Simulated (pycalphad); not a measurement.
Phase fractions of Si-1.823Mg (wt.%)

Source of the numbers: pycalphad with the COST 507 light-alloy database (1999); pressure 1 atm. No gas phase is included, though pure Mg would boil below 1650 K. The data set is of 1999 and partly superseded. Amounts are mole fractions of atoms. Kinetics are ignored, which matters at the lower temperatures.

| T (K) | DIAMOND_A4 | LIQUID | MG2SI |
|---|---|---|---|
| 1650 | 0.610 | 0.390 | - |
| 1600 | 0.811 | 0.189 | - |
| 1550 | 0.877 | 0.123 | - |
| 1500 | 0.912 | 0.088 | - |
| 1450 | 0.930 | 0.070 | - |
| 1400 | 0.940 | 0.060 | - |
| 1350 | 0.946 | 0.054 | - |
| 1300 | 0.950 | 0.050 | - |
| 1250 | 0.953 | 0.047 | - |
| 1200 | 0.969 | - | 0.032 |
| 1150 | 0.969 | - | 0.032 |
| 1100 | 0.969 | - | 0.032 |
| 1050 | 0.969 | - | 0.032 |
| 1000 | 0.969 | - | 0.032 |
| 950 | 0.969 | - | 0.032 |
| 900 | 0.969 | - | 0.032 |
| 850 | 0.969 | - | 0.032 |
| 800 | 0.969 | - | 0.032 |
| 750 | 0.969 | - | 0.032 |
| 700 | 0.969 | - | 0.032 |
| 650 | 0.969 | - | 0.032 |
| 600 | 0.969 | - | 0.032 |
| 550 | 0.969 | - | 0.032 |
| 500 | 0.969 | - | 0.032 |
| 450 | 0.969 | - | 0.032 |
| 400 | 0.969 | - | 0.032 |
| 350 | 0.969 | - | 0.032 |

Database names, with the compositions (at.%) that they take in these runs: MG2SI: Mg 67 Si 33. DIAMOND_A4 is diamond (Si).
